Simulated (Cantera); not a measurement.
Gas mixture: 64.0 % H2O, 36.0 % NO, at 760 Torr, frozen composition.

Cantera's kinetic-theory transport with the Lennard-Jones parameters of GRI-Mech 3.0, ideal gas; thermal conductivity in the multicomponent form. Polar gases are described roughly by these parameters. The composition is frozen, though it would react at the higher temperatures.

One state of this run: ρ (kg/m³) = 0.237; cp (J/kg/K) = 1797; μ (µPa s) = 44.1; λ (mW/m/K) = 118; Pr = 0.671; D (cm²/s) O = 3.72; D (cm²/s) CH3 = 2.56; D (cm²/s) CO2 = 1.89. D: mixture-averaged diffusion coefficient of that species in the mixture.

**Question.** Which value of T (K) does it belong to?
A. 1650
B. 650
C. 1150
D. 400

**Answer.** C, 1150
